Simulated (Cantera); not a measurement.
A closed system holds: 1 mol Si3N4, 0.065 mol CO2, 410 mol H2, at 0.210 Torr.

Equilibrium computed with Cantera from the NASA thermochemical tables; the gas is ideal and each condensed phase is pure. Candidate condensed phases: C, C6H6, C7H8, C8H18, H2O, Si, SiC, SiO2, Si2N2O, Si3N4; 151 gas species. Mutual solubility and eutectic melting of coexisting phases are not modelled. The numbers say what is thermodynamically allowed, not how fast it happens.

Q: At 1273 K, list the 3 most abundant gas species with their mole fractions, and the condensed phases.

A: H2 0.999, N2 0.000859, H 4.26e-5. Condensed: Si(s) + SiC(s) + Si2N2O(s) + Si3N4(s).
